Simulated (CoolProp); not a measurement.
Vapour-liquid equilibrium of benzene (1) + n-nonane (2) at 294 kPa; x and y are mole fractions of (1).

Values from CoolProp's multi-fluid Helmholtz-energy mixture model, Thol 2012 and Lemmon 2006; pair parameters Bell 2016.

```tsv
x	bubble temperature (K)	y at the bubble point	dew temperature at overall composition x (K)	liquid density (mol/L)
0.05	459.3	0.213	467.1	4.591
0.15	443.1	0.493	462.4	4.969
0.25	431.3	0.653	457.3	5.350
0.35	422.5	0.751	…	5.749
0.45	…	0.816	445.9	6.181
0.55	410.2	0.864	439.2	…
0.65	405.6	0.901	431.5	…
0.75	401.4	0.933	422.5	7.810
0.85	397.6	…	411.8	…
0.95	…	0.988	399.2	9.358
```

Q: Fill in the missing entries.

A: 
- 0.35, dew temperature at overall composition x (K): 451.9
- 0.45, bubble temperature (K): 415.7
- 0.55, liquid density (mol/L): 6.658
- 0.65, liquid density (mol/L): 7.196
- 0.85, y at the bubble point: 0.962
- 0.85, liquid density (mol/L): 8.522
- 0.95, bubble temperature (K): 394.0

No azeotrope shows between x = 0.05 and 0.95.

Pair parameters are fitted to limited data, so mixtures are less certain than the pure fluids.
